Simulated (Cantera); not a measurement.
Cantera run:

```python
import numpy as np
import cantera as ct

gas_names = [...]  # 109 gases of nasa_gas.yaml made of C, Cl, H, Si
cond_names = """
    C(gr) C6H6(L) C7H8(L) C8H18(L),n-octa Si(cr) Si(L) SiC(b)
""".split()


# ... load() reads the species with a 1 bar reference pressure and builds the phases ...
atoms = {
    'SiH4': {'Si': 1, 'H': 4},
    'C2H4': {'C': 2, 'H': 4},
    'H2': {'H': 2},
    'HCl': {'H': 1, 'CL': 1},
}
top_T = {'C(gr)': 4500, 'SiC(b)': 3050}  # K; cautious upper limits of use, not melting points


# ... equilibrate(T, P, feed) seeds the gas with the atoms and calls Mixture.equilibrate('TP', solver="vcs", rtol=1e-11, max_steps=5000) ...
results = []
feed = {'SiH4': 1, 'C2H4': 0.061, 'H2': 3.7, 'HCl': 0.16}  # mol
P = 100000  # Pa
for T in [1075, 1125, 1175, 1225, 1275, 1325, 1375]:
    mix = equilibrate(T, P, feed)
    results.append((T, P, feed, dict(zip(mix.species_names, mix.species_moles))))

top = {s: max(r[3][s] / sum(r[3][g] for g in gas_names) for r in results) for s in gas_names}
cols = sorted((s for s in top if top[s] > 1e-05), key=lambda s: -top[s])[:5]
seen = [c for c in cond_names if any(r[3].get(c, 0) > 1e-12 for r in results)]
print("log10 of partial pressures in bar; condensed amounts in mol")
print(f"{'T/K':>10s}" + "".join(f"{s[:9]:>10s}" for s in cols + seen))
for T, P, feed, n in results:
    ng = sum(n[g] for g in gas_names)
    print(f"{T:10.4g}" + "".join(f"{np.log10(max(n[s] / ng * P / 1e5, 1e-99)):10.3f}" for s in cols)
          + "".join(f"{n.get(c, 0):10.4g}" for c in seen))
```

Output:

```
log10 of partial pressures in bar; condensed amounts in mol
       T/K        H2       HCL    SiHCL3     SiCL4     SiCL2    Si(cr)    SiC(b)
      1075    -0.006    -2.089    -2.522    -2.699    -3.880    0.8436    0.1218
      1125    -0.007    -1.962    -2.602    -2.796    -3.590    0.8481    0.1218
      1175    -0.008    -1.858    -2.710    -2.932    -3.350    0.8529    0.1218
      1225    -0.009    -1.778    -2.854    -3.117    -3.159    0.8574    0.1219
      1275    -0.010    -1.721    -3.037    -3.354    -3.018     0.861    0.1219
      1325    -0.010    -1.684    -3.254    -3.637    -2.920    0.8636    0.1219
      1375    -0.011    -1.663    -3.494    -3.951    -2.856    0.8652    0.1219
```

Equilibrium computed with Cantera from the NASA thermochemical tables; the gas is ideal and each condensed phase is pure. Mutual solubility and eutectic melting of coexisting phases are not modelled. The tables' values for SiCl3 are old estimates; treat these amounts as uncertain.
